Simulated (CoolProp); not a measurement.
Saturation properties of CHF3 (R23).

The numbers come from the reference Helmholtz-energy equation of state, Penoncello 2003 in CoolProp.

| T (°C) | p (MPa) | liquid density (kg/m³) | vapour viscosity (µPa s) | liquid conductivity (mW/(m K)) |
|---|---|---|---|---|
| -123.45 | 0.004172 | 1595 | 7.17 | [?] |
| -117.45 | 0.007496 | 1574 | 7.51 | 176 |
| -111.45 | 0.01280 | 1553 | 7.85 | 167 |
| -105.45 | 0.02092 | 1532 | 8.18 | 159 |
| -99.45 | 0.03285 | 1510 | 8.51 | 152 |
| -93.45 | 0.04982 | 1488 | 8.84 | 146 |
| -87.45 | 0.07323 | 1466 | 9.17 | 140 |
| -81.45 | 0.1047 | 1443 | 9.50 | 134 |
| -75.45 | 0.1460 | 1420 | 9.83 | 129 |
| -69.45 | 0.1991 | 1397 | 10.2 | 125 |
| -63.45 | 0.2662 | 1372 | 10.5 | 120 |
| -57.45 | 0.3494 | 1347 | 10.8 | 116 |
| -51.45 | 0.4512 | [?] | 11.1 | 112 |
| -45.45 | 0.5742 | [?] | 11.5 | 108 |

**Question.** Complete the blanks.

**Answer.** 
- -123.45, liquid conductivity (mW/(m K)): 186
- -51.45, liquid density (kg/m³): 1322
- -45.45, liquid density (kg/m³): 1295

It boils at -82.0 °C under 1 atm.

Viscosity comes from a separate model (Shan 2000). Thermal conductivity comes from a separate model (Shan 2000).
